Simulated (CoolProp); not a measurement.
Properties of carbon monoxide along the isobar 49 bar (Tc = -140.3 °C, pc = 34.98 bar, ω = 0.050).

Computed with CoolProp (reference Helmholtz-energy equation of state, Lemmon 2006). It is a short technical equation, of lower accuracy than the large ones.

```csv
T (°C),phase,density (kg/m³),cp (kJ/(kg K)),isothermal compressibility (1/MPa),fugacity coefficient
-148.65,liquid,578.9,2.788,0.02218,0.3972
-134.55,supercritical,391.5,7.222,0.2923,0.5931
-120.55,supercritical,172.5,2.693,0.3466,___
-106.55,supercritical,___,1.801,0.2719,___
-92.55,supercritical,___,___,0.2451,0.8345
-78.45,supercritical,97.54,1.384,0.2311,0.8724
-64.45,supercritical,87.65,1.303,0.2227,0.9012
-50.45,supercritical,79.97,1.250,0.2171,0.9236
-36.35,supercritical,73.72,1.212,___,0.9414
-22.35,supercritical,68.57,1.185,0.2102,___
-8.35,supercritical,64.18,1.164,0.2081,0.9669
5.65,supercritical,60.40,1.148,0.2064,0.9762
```

**Question.** Some entries are withheld; supply them.

**Answer.** 
- -120.55, fugacity coefficient: 0.7130
- -106.55, density (kg/m³): 131.9
- -106.55, fugacity coefficient: 0.7840
- -92.55, density (kg/m³): 111.2
- -92.55, cp (kJ/(kg K)): 1.522
- -36.35, isothermal compressibility (1/MPa): 0.2131
- -22.35, fugacity coefficient: 0.9555

The peak of cp marks the crossing from liquid-like to gas-like fluid above the critical point.
